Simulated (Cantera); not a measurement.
Adiabatic ignition

An adiabatic, constant-pressure homogeneous reactor starts with 32.3 % CO, 4.20 % H₂, 10.7 % O₂, 52.7 % N₂, at 1773 K and 101000 Pa.

Cantera simulation using GRI-Mech 3.0 (53 species, 325 reactions); the numbers are that mechanism's predictions, not measurements.

```tsv
t (s)	T (K)	x CO	x H₂	x O₂	x H	x OH
7.00e-6	1773	0.323	0.0416	0.107	0.000271	0.000118
1.72e-5	1839	0.288	0.00516	0.0614	0.0245	0.00672
4.21e-5	2046	0.234	0.00628	0.0325	0.0396	0.00840
0.000103	2283	0.230	0.00696	0.0304	0.0272	0.0108
0.000253	2561	0.221	0.00681	0.0259	0.0157	0.0121
0.000622	2790	0.208	0.00621	0.0192	0.00889	0.0114
0.00153	2841	0.205	0.00611	0.0161	0.00742	0.0107
0.00374	2838	0.205	0.00615	0.0154	0.00733	0.0105
0.00918	2838	0.205	0.00616	0.0153	0.00732	0.0105
0.0225	2838	0.205	0.00616	0.0153	0.00732	0.0105
0.0552	2838	0.205	0.00616	0.0153	0.00732	0.0105
0.135	2838	0.205	0.00616	0.0153	0.00732	0.0105
0.332	2838	0.205	0.00616	0.0153	0.00732	0.0105
0.815	2838	0.205	0.00616	0.0153	0.00732	0.0105
2.00	2838	0.205	0.00616	0.0153	0.00732	0.0105
```
x: mole fraction; the columns are a selection and need not sum to one.

| Quantity | Value |
|---|---|
| time of steepest temperature rise | 15.3 µs |
| temperature at 2.00 s | 2838 K |
| equilibrium temperature | 2838 K |
| x(CO) at 2.00 s | 0.205 (gas-phase equilibrium 0.205) |
| x(H₂) at 2.00 s | 0.00616 (gas-phase equilibrium 0.00616) |
| x(O₂) at 2.00 s | 0.0153 (gas-phase equilibrium 0.0153) |
